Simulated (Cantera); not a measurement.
Input: 1 mol CH3Cl, 0.24 mol F2, equilibrated at 13300 Pa.

These are equilibrium values from Cantera (NASA tables, ideal gas, pure condensed phases), not measurements of a reactor. Candidate condensed phases: C, C6H6, C7H8, C8H18; 118 gas species. Kinetics and transport are ignored. All values below are at 1177 °C.

Base state: HCl 0.446, H2 0.339, HF 0.214, CH4 5.06e-5, Cl 1.62e-5, H 1.51e-5 (mole fractions); condensed: C(graphite).

Question: What changes in the equilibrium state with this change: CH3Cl replaced by CF4?

Answer: 
| species | before | after |
|---|---|---|
| CF4 | <1e-9 | 0.678 |
| F | <1e-9 | 0.319 |
| F2 | <1e-9 | 0.00290 |
| HCl | 0.446 | 0 |
| H2 | 0.339 | 0 |
| HF | 0.214 | 0 |
| CH4 | 5.06e-5 | 0 |
| Cl | 1.62e-5 | 0 |
| C(graphite), mol | 1.000 | 0 |
Gases not in the tables: C2F6 and larger saturated fluorocarbons.
